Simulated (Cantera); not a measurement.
An isothermal, constant-pressure homogeneous reactor starts with CO : O2 : H2O : N2 = 0.0012 : 0.013 : 0.0065 : 1 (molar parts), equivalence ratio 0.046, at 1325 K and 100000 Pa.

Computed with Cantera and GRI-Mech 3.0 (53 species, 325 reactions).

One state of this run: x CO = 3.85e-9; x O2 = 0.0122; x H2O = 0.00637; x CO2 = 0.00118; x O = 3.83e-8; x N2O = 3.89e-8; x NO = 4.34e-8. x: mole fraction; the columns are a selection and need not sum to one.

Q: Which value of t (s) does it belong to?
(A) 0.0106
(B) 0.000441
(C) 9.00e-5
(D) 1.25

A: D, 1.25
